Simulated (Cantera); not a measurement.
Premixed flame

A freely propagating, adiabatic, planar premixed flame of 11.2 % CH4, 18.7 % O2, 70.1 % N2, unburnt at 550 K and 7500 Torr; multicomponent transport, grid criteria slope 0.08 and curve 0.16, no radiation.

Cantera simulation using GRI-Mech 3.0 (53 species, 325 reactions); the numbers are that mechanism's predictions, not measurements. Burning velocities carry a grid error of a few per cent, more on coarse grids.

```
z (mm)   T (K)  u (m/s)     x CH4      x O2   x H2O2       x H      x NO       x O
-------  -----  -------  --------  --------  -------  --------  --------  --------
-0.238     551    0.387     0.112     0.186  9.77e-8     <1e-8     <1e-8     <1e-8
-0.159     560    0.394     0.111     0.185  8.90e-7     <1e-8   2.61e-8     <1e-8
-0.119     587    0.415     0.109     0.183  3.68e-6     <1e-8   1.22e-7     <1e-8
-0.0793    726    0.518    0.0993     0.171  1.88e-5     <1e-8   1.04e-6     <1e-8
-0.0396   1230    0.891    0.0643     0.123  4.64e-5   7.76e-6   1.11e-5   1.56e-6
-0.0198   1650     1.21    0.0332    0.0769  1.03e-5  0.000125   2.57e-5   2.51e-5
0         2034     1.49   0.00731    0.0301  3.78e-6   0.00107   4.72e-5  0.000143
0.0198    2198     1.61  0.000596   0.00800  8.66e-7   0.00248   7.86e-5  0.000263
0.0396    2245     1.64   3.97e-5   0.00238  3.75e-7   0.00275  0.000101  0.000254
0.0793    2280     1.66   5.63e-7  0.000604  1.78e-7   0.00211  0.000117  0.000140
0.159     2304     1.68     <1e-8  0.000193  7.52e-8   0.00128  0.000124   5.28e-5
0.317     2316     1.69     <1e-8   6.48e-5  2.93e-8  0.000763  0.000127   1.90e-5
0.634     2320     1.69     <1e-8   3.52e-5  1.74e-8  0.000581  0.000128   1.10e-5
```
x: mole fraction of selected species; z is measured from the peak of heat release.

| Property | Result |
|---|---|
| laminar burning velocity | 38.5 cm/s |
| thermal thickness | 0.0793 mm |
| peak x(H2O2) | 4.90e-5 |
| peak x(H) | 0.00277 |
| peak x(O) | 0.000274 |
| grid points | 137 |
